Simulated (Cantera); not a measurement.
**Transport properties of process gases**

Gas mixture: C2H4 : CH4 = 0.81 : 0.81 (molar parts), at 24.8 Torr, frozen composition.

Cantera's kinetic-theory transport with the Lennard-Jones parameters of GRI-Mech 3.0, ideal gas; thermal conductivity in the multicomponent form. The composition is frozen, though it would react at the higher temperatures.

```tsv
T (K)	ρ (kg/m³)	cp (J/kg/K)	μ (µPa s)	λ (mW/m/K)	Pr	D (cm²/s) CH4	D (cm²/s) H2O	D (cm²/s) O
400	0.0219	2113	13.9	41.1	0.714	8.94	10.3	14.7
550	0.0159	2640	18.1	66.2	0.721	15.9	19.0	25.6
700	0.0125	3102	21.8	93.5	0.724	24.4	30.0	38.7
850	0.0103	3467	25.2	121	0.724	34.1	42.8	53.7
1000	0.00875	3803	28.3	149	0.724	45.1	57.4	70.6
1150	0.00761	4072	31.2	176	0.724	57.1	73.5	89.3
1300	0.00673	4299	34.0	202	0.723	70.3	91.1	110
1450	0.00604	4490	36.6	227	0.722	84.5	110	131
```
D: mixture-averaged diffusion coefficient of that species in the mixture.
